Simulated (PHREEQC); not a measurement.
PHREEQC input (ion-association model, wateq4f.dat):

```
SOLUTION_SPECIES
  PO4-3 + 3H+ = H3PO4  # constants of phreeqc.dat
    -log_k 21.721
    -delta_h -10.1 kJ
PHASES
  Fix_H+
    H+ = H+
    -log_k 0
SOLUTION 1
  temp 25
  units mol/kgw
  pH 7 charge
  Cl 0.01
  Na 0.01
END
SELECTED_OUTPUT 1
  -reset false
  -pH true
  -pe true
  -ionic_strength true
  -water true
  -totals Cl Na P Pb
  -molalities H+ Cl- Na+ PO4-3 Pb+2 HPO4-2 H2PO4- NaHPO4- O2 OH-
    PbCl+ PbCl2 PbCl3- PbCl4-2 PbOH+ Pb(OH)2 Pb(OH)3- Pb2OH+3 Pb3(OH)4+2 Pb(OH)4-2
    H3PO4
  -equilibrium_phases Clpyromorphite Litharge Cotunnite Laurionite Hxypyromorphite
PRINT
  -reset false
USE solution 1
EQUILIBRIUM_PHASES 1
  Fix_H+ -5 HCl 10
    -force_equality true
  Clpyromorphite 0 0.01
  Litharge 0 0
  Cotunnite 0 0
  Laurionite 0 0
  Hxypyromorphite 0 0
  O2(g) -0.68 10
END
# ... the last block is repeated for the other 16 points of pH, with NaOH or the acid as the point needs
```

Selected output (columns that matter, 11 of 17 rows; pH added in front):

```
pH	mu	Cl	Na	P	Pb	m_H+	m_Cl-	m_Na+	m_Pb+2	m_HPO4-2	m_H2PO4-	m_OH-	m_PbCl+	Clpyromorphite
5	0.010012	0.010011	0.01	2.1881e-07	3.6468e-07	1.0949e-05	0.010011	0.01	2.8759e-07	1.823e-09	2.1668e-07	1.112e-09	7.5697e-08	0.0099999
5.62	0.010003	0.010003	0.01	7.588e-08	1.2647e-07	2.6265e-06	0.010003	0.01	9.9393e-08	2.569e-09	7.3254e-08	4.6352e-09	2.6143e-08	0.01
5.94	0.010001	0.010001	0.01	4.4407e-08	7.4012e-08	1.2571e-06	0.010001	0.01	5.7873e-08	3.0284e-09	4.1333e-08	9.6842e-09	1.522e-08	0.01
6.56	0.01	0.01	0.01	1.6708e-08	2.7847e-08	3.0155e-07	0.01	0.01	2.1123e-08	3.8973e-09	1.276e-08	4.037e-08	5.5546e-09	0.01
6.88	0.01	0.01	0.01	1.0757e-08	1.7928e-08	1.4433e-07	0.01	0.01	1.3037e-08	4.1691e-09	6.5332e-09	8.4346e-08	3.4283e-09	0.01
7.5	0.01	0.01	0.01	5.7494e-09	9.5823e-09	3.4623e-08	0.01	0.01	5.5595e-09	4.1394e-09	1.5561e-09	3.5161e-07	1.462e-09	0.01
8.12	0.010001	0.01	0.010001	4.5797e-09	7.6328e-09	8.3055e-09	0.01	0.010001	2.3568e-09	4.151e-09	3.7431e-10	1.4658e-06	6.1975e-10	0.01
8.44	0.010003	0.01	0.010003	4.8053e-09	8.0089e-09	3.9753e-09	0.01	0.010003	1.4338e-09	4.5489e-09	1.9633e-10	3.0625e-06	3.7702e-10	0.01
9.06	0.010013	0.01	0.010013	6.9853e-09	1.1642e-08	9.5364e-10	0.01	0.010013	4.7763e-10	6.8201e-09	7.06e-11	1.2767e-05	1.2557e-10	0.01
9.38	0.010027	0.01	0.010027	9.7897e-09	1.6316e-08	4.5646e-10	0.01	0.010027	2.5014e-10	9.5999e-09	4.7556e-11	2.6676e-05	6.5746e-11	0.01
10	0.010111	0.01	0.010111	2.5525e-08	4.2542e-08	1.0953e-10	0.01	0.010111	5.9985e-11	2.4981e-08	2.9653e-11	0.00011125	1.5742e-11	0.01
```

Complexes and solids missing from the database can't appear. H3PO4, which wateq4f.dat lacks, is added to it with the constant of phreeqc.dat. The database has no phosphate complexes of Pb.
